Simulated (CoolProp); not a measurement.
Properties of oxygen along the isotherm 89.65 °C (Tc = -118.6 °C, pc = 5046 kPa, ω = 0.022).

Model: reference Helmholtz-energy equation of state, Schmidt 1985, in CoolProp. Above 300 K oxygen's equation is extrapolated.

```csv
p (kPa),phase,density (kg/m³),cp (kJ/(kg K)),cv (kJ/(kg K)),expansivity (1/kK),viscosity (µPa s),conductivity (mW/(m K))
5050,supercritical,53.89,0.9811,0.6786,2.988,25.0,33.2
10100,supercritical,107.9,1.030,0.6853,3.178,26.1,35.2
15100,supercritical,160.4,1.074,0.6912,3.309,27.3,37.3
20200,supercritical,212.3,1.113,0.6964,3.378,28.8,39.7
25200,supercritical,260.6,1.145,0.7009,3.387,30.4,42.2
30300,supercritical,306.8,1.170,0.7049,3.347,32.1,44.8
35300,supercritical,348.8,1.188,0.7083,3.272,33.9,47.5
40400,supercritical,388.5,1.201,0.7115,3.173,35.7,50.3
45400,supercritical,424.3,1.210,0.7142,3.064,37.5,52.9
50500,supercritical,457.9,1.216,0.7168,2.948,39.3,55.6
```

Viscosity comes from a separate model (Lemmon 2004). Thermal conductivity comes from a separate model (Lemmon 2004).
